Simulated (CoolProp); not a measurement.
A single-stage vapour-compression cycle with CH3F (R41): evaporating at 242.15 K (dew point), condensing at 281.15 K (bubble point), superheat 8 K, subcooling 2 K, compressor efficiency 0.7, no pressure losses. Each further row changes one setting.

Values from CoolProp's reference Helmholtz-energy equation of state, Lemmon 2006. It is a short technical equation, of lower accuracy than the large ones.

```
case                              cooling COP  pressure ratio  discharge temperature (K)  refrigerating effect (kJ/kg)  volumetric capacity (kJ/m³)
--------------------------------  -----------  --------------  -------------------------  ----------------------------  ---------------------------
as stated                                3.35            3.18                      347.3                           331                         4960
evaporating temperature 247.15 K         4.01            2.69                      337.7                           333                         5880
condensing temperature 276.15 K          3.98            2.79                      335.3                           345                         5150
subcooling 7 K                           3.49            3.18                      347.3                           345                         5160
superheat 18 K                           3.29            3.18                      361.5                           346                         4860
compressor efficiency 0.6                2.87            3.18                      358.5                           331                         4960
```
